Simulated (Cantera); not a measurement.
An isothermal, constant-pressure homogeneous reactor starts with NO : N₂ = 1 : 1 (molar parts), at 1725 K and 9900 Pa. Integrator tolerance rtol = 1e-08.

Computed with Cantera and GRI-Mech 3.0 (53 species, 325 reactions).

```tsv
quantity	before	after
x(NO) at 200 s	0.0874 (gas-phase equilibrium 0.00339)	0.00797 (gas-phase equilibrium 0.00339)
x(O₂) at 200 s	0.206 (gas-phase equilibrium 0.248)	0.246 (gas-phase equilibrium 0.248)
x(N₂) at 200 s	0.706 (gas-phase equilibrium 0.748)	0.746 (gas-phase equilibrium 0.748)
x(O) at 200 s	8.47e-5 (gas-phase equilibrium 9.25e-5)	2.76e-5 (gas-phase equilibrium 2.77e-5)
x(NO₂) at 200 s	8.03e-5 (gas-phase equilibrium 3.42e-6)	2.67e-5 (gas-phase equilibrium 1.14e-5)
x(N₂O) at 200 s	2.56e-6 (gas-phase equilibrium 6.05e-8)	2.20e-7 (gas-phase equilibrium 2.02e-7)
```

**Question.** Name the change that produced these shifts.
(A) N2 1 to 0.42 parts
(B) N2 1 to 0.68 parts
(C) pressure from 9900 Pa to 110000 Pa
(D) pressure from 9900 Pa to 3300 Pa

**Answer.** C, pressure from 9900 Pa to 110000 Pa
